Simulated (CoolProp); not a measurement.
Octamethylcyclotetrasiloxane (D4) along the isobar 0.101 MPa: density (kg/m³) from the reference equation and from simpler models built on Tc = 313.4 °C, pc = 1.347 MPa, ω = 0.598; each cubic takes its own stable root.

The numbers come from the reference Helmholtz-energy equation of state, Thol 2015 in CoolProp.

```csv
T (°C),phase,reference
131.45,liquid,824.5
142.35,liquid,810.5
153.15,liquid,796.4
164.05,liquid,781.7
185.75,gas,8.444
196.65,gas,8.193
207.55,gas,7.960
218.35,gas,7.745
229.25,gas,7.542
240.15,gas,7.352
```

How far does each simpler model (van der Waals, Peng-Robinson) lie from the reference over these 10 states: mean and median of the absolute difference, and the worst?


- van der Waals: mean 40.8 %, median 2.8 %, worst -98.9 % at 164.05 °C and 0.101 MPa
- Peng-Robinson: mean 1.1 %, median 0.2 %, worst +2.7 % at 153.15 °C and 0.101 MPa

At some of these states van der Waals gives the other phase, because its saturation line lies elsewhere.
